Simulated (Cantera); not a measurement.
Calcination and drying: LiOH + H₂

Feed: 1 mol LiOH, a varied amount of H₂, held at 1250 K and 4.70 bar.

Method: chemical equilibrium by Gibbs-energy minimisation in Cantera with the NASA 1993 tables (ideal gas, pure condensed phases). Candidate condensed phases: H₂O, Li, LiH, LiOH, Li₂O; 17 gas species. Mutual solubility and eutectic melting of coexisting phases are not modelled. Kinetics and transport are ignored.

From 0.019 mol H₂ to 1.9 mol H₂ the condensed part is LiOH(l) + Li₂O(s). At 4.7 mol H₂ the condensed part is Li₂O(s). The main Li-bearing gas is LiOH throughout.

```csv
n(H₂) (mol),log p H₂,log p H₂O,log p LiOH,log p Li₂(OH)₂,log p H,log p Li,log p LiH,n LiOH(l),n Li₂O(s)
0.019,0.60,-0.15,-2.83,-3.84,-6.02,-6.33,-7.09,0.993,0.00340
0.047,0.60,-0.15,-2.83,-3.84,-6.02,-6.33,-7.09,0.983,0.00842
0.12,0.60,-0.15,-2.83,-3.84,-6.02,-6.33,-7.09,0.957,0.0215
0.3,0.60,-0.15,-2.83,-3.84,-6.02,-6.33,-7.09,0.892,0.0538
0.75,0.60,-0.15,-2.83,-3.84,-6.02,-6.33,-7.09,0.731,0.134
1.9,0.60,-0.15,-2.83,-3.84,-6.02,-6.33,-7.09,0.318,0.340
4.7,0.63,-0.35,-2.93,-4.04,-6.00,-6.21,-6.97,0,0.499
```
log p: log10 of the partial pressure in bar; n: condensed amount in mol.
